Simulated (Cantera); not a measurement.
# Catalytic stagnation flow on Pt

A jet of CH4 : O2 : N2 = 0.089 : 0.21 : 0.79 (molar parts) at 300 K and 0.168 atm hits a platinum plate 7.7 cm away at a mass flux of 0.039 kg/m²/s; the plate temperature is set and raised in steps from an oxygen-covered start.

Computed with Cantera and Deutschmann's 1995 Pt surface mechanism with GRI-Mech 3.0 gas chemistry. Catalytic surfaces can have several steady states; this one follows from the mechanism file's or the stated starting coverage.

| plate T (K) | wall x CH4 | wall x O2 | wall x H2O | wall x OH | wall x CO | wall x CO2 | θ free Pt | θ O* | θ OH* |
|---|---|---|---|---|---|---|---|---|---|
| 950 | 0.0228 | 0.0663 | 0.110 | 1.31e-7 | 1.19e-5 | 0.0734 | 0.262 | 0.735 | 0.00325 |
| 1000 | 0.0140 | 0.0479 | 0.126 | 3.41e-7 | 1.03e-5 | 0.0843 | 0.348 | 0.649 | 0.00313 |
| 1050 | 0.00946 | 0.0385 | 0.134 | 7.87e-7 | 9.50e-6 | 0.0898 | 0.430 | 0.568 | 0.00284 |
| 1100 | 0.00692 | 0.0333 | 0.138 | 1.66e-6 | 9.37e-6 | 0.0928 | 0.505 | 0.492 | 0.00250 |
| 1150 | 0.00538 | 0.0304 | 0.141 | 3.25e-6 | 9.74e-6 | 0.0945 | 0.575 | 0.423 | 0.00217 |
| 1200 | 0.00439 | 0.0287 | 0.142 | 5.97e-6 | 1.06e-5 | 0.0954 | 0.638 | 0.360 | 0.00186 |
x: mole fraction at the wall; θ: surface coverage.
